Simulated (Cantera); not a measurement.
Input: 1 mol Si, 0.13 mol N2O, 8.3 mol N2, 1.6 mol CO2, at 2098.15 K and 0.730 bar.

These are equilibrium values from Cantera (NASA tables, ideal gas, pure condensed phases), not measurements of a reactor. Candidate condensed phases: C, Si, SiC, SiO2, Si2N2O, Si3N4; 34 gas species. The tables hold silica as quartz up to 1696 K and as liquid above; real silica turns to tridymite and cristobalite and melts near 1996 K. Rates play no part.

Base state: N2 0.818, CO 0.155, SiO 0.0267, CO2 0.000497 (mole fractions); condensed: SiO2(l).

Task: What changes in the equilibrium state with this change: Si replaced by Si3N4?

Result: 
```tsv
species	before	after
N2	0.818	0.811
CO	0.155	0.136
SiO	0.0267	0.0525
Si	1.19e-7	8.01e-5
SiN	1.92e-8	1.28e-5
CO2	0.000497	1.28e-6
SiO2(l), mol	0.725	0
SiC(s), mol	0	0.0456
Si2N2O(s), mol	0	1.18
```
Mutual solubility and eutectic melting of coexisting phases are not modelled. The tables' values for SiN are old estimates; treat these amounts as uncertain.
